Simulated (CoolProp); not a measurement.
Vapour-liquid equilibrium of toluene (1) + o-xylene (2) at 0.0944 MPa; x and y are mole fractions of (1).

Model: multi-fluid Helmholtz-energy mixture model, Lemmon 2006 and Zhou 2012; pair parameters Bell 2016, in CoolProp.

Problem. Give the bubble temperature and the first vapour's composition at x = 0.05, 0.5, 0.575. Is there an azeotrope?

Solution. x = 0.05: 139.3 °C, y = 0.107; x = 0.5: 121.3 °C, y = 0.716; x = 0.575: 118.9 °C, y = 0.774. No azeotrope shows between x = 0.05 and 0.95.

The pair parameters rest on a limited set of measurements; away from them the model extrapolates.
